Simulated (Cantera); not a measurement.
Feed: 1 mol Fe2O3, 47 mol HCl, equilibrated at 1048.15 K.

Equilibrium computed with Cantera from the NASA thermochemical tables; the gas is ideal and each condensed phase is pure. Candidate condensed phases: Fe, FeCl2, FeCl3, FeO, Fe(OH)2, Fe(OH)3, Fe2O3, Fe3O4, H2O; 22 gas species. Kinetics and transport are ignored.

Question: At 1.00e-5 bar, list the 7 most abundant gas species with their mole fractions, and the condensed phases.

Answer: HCl 0.929, H2O 0.0315, FeCl2 0.0253, Cl 0.00866, O2 0.00353, Cl2 0.00126, FeCl3 0.000432. Condensed: Fe2O3(s).
